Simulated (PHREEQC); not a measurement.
A solution holds 150 mmol/kgw HF, 0.053 mmol/kgw KF, 0.0021 mmol/kgw H4SiO4 and 0.77 mmol/kgw HCl, at 25 °C. Closed to the air; pH follows from the charge balance.

The numbers come from PHREEQC with the ion-association model, wateq4f.dat.

Precipitation was switched off in this run.

**Question.** Order these F species by the share of F that they hold, largest first: HF2-, HF, H2F2, F-.

**Answer.** HF (62 %), H2F2 (30 %), F- (4.8 %), HF2- (3.4 %)

The pH is 2.02 and the ionic strength 0.0106 mol/kgw. Species that the database lacks are ignored. wateq4f.dat counts part of the HF as a dimer, H2F2, which phreeqc.dat doesn't know; its constant is uncertain. SiF6-2 is the database's only silicon fluoride.
